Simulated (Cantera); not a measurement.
## Thermodynamics of chlorosilane synthesis and conversion, feed SiCl₄ + H₂

A closed system holds: 1 mol SiCl₄, 1.8 mol H₂, equilibrated at 1.90 bar.

Equilibrium computed with Cantera from the NASA thermochemical tables; the gas is ideal and each condensed phase is pure. Candidate condensed phases: Si; 19 gas species. The tables' values for SiCl₃ are old estimates; treat these amounts as uncertain. Kinetics and transport are ignored.

```
T (K)   x H₂  x SiCl₄    x HCl  x SiHCl₃   x SiCl₃  x SiH₂Cl₂   x SiCl₂  x SiH₃Cl
-----  -----  -------  -------  --------  --------  ---------  --------  --------
600    0.640    0.355  0.00250   0.00250   7.19e-9    8.82e-7    <1e-12  6.08e-11
650    0.639    0.353  0.00428   0.00428   6.46e-8    3.01e-6  7.61e-12  4.34e-10
700    0.636    0.350  0.00676   0.00674   4.22e-7    8.53e-6  1.68e-10   2.32e-9
750    0.633    0.347  0.00999   0.00995   2.14e-6    2.09e-5   2.44e-9   9.81e-9
800    0.629    0.343   0.0140    0.0139   8.82e-6    4.56e-5   2.52e-8   3.44e-8
850    0.624    0.338   0.0188    0.0186   3.06e-5    9.00e-5   1.96e-7   1.03e-7
900    0.618    0.333   0.0244    0.0240   9.20e-5   0.000164   1.21e-6   2.73e-7
950    0.612    0.327   0.0307    0.0299  0.000245   0.000277   6.12e-6   6.43e-7
1000   0.605    0.320   0.0377    0.0362  0.000587   0.000441   2.61e-5   1.38e-6
1050   0.598    0.312   0.0454    0.0426   0.00128   0.000664   9.56e-5   2.69e-6
```
x: gas mole fraction; nothing condenses.

From 600 K to 1050 K nothing is condensed. The main Si-bearing gas is SiCl₄ throughout.
